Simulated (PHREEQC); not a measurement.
## Hard or scaling water

Make-up at 8.7 °C: 0.03 mol MgCl2, 0.00038 mol Na2SO4 and 2.9e-07 mol H4SiO4 per kg of water. Closed to the air; pH follows from the charge balance.

Model: ion-association model, wateq4f.dat, run in PHREEQC.

| Quantity | Value |
|---|---|
| ionic strength | 0.0905 mol/kgw |

```csv
species,molality,activity,log γ
Cl-,0.0600,0.0466,-0.110
Mg+2,0.0298,0.0127,-0.370
Na+,0.000760,0.000603,-0.101
SO4-2,0.000219,8.60e-5,-0.405
MgSO4,0.000161,0.000164,0.009
NaSO4-,2.92e-7,2.33e-7,-0.098
H4SiO4,2.90e-7,2.96e-7,0.009
```

No solid was allowed to form. Away from 25 °C the constants follow the database's enthalpies or fits; those with neither stay at their 25 °C values.
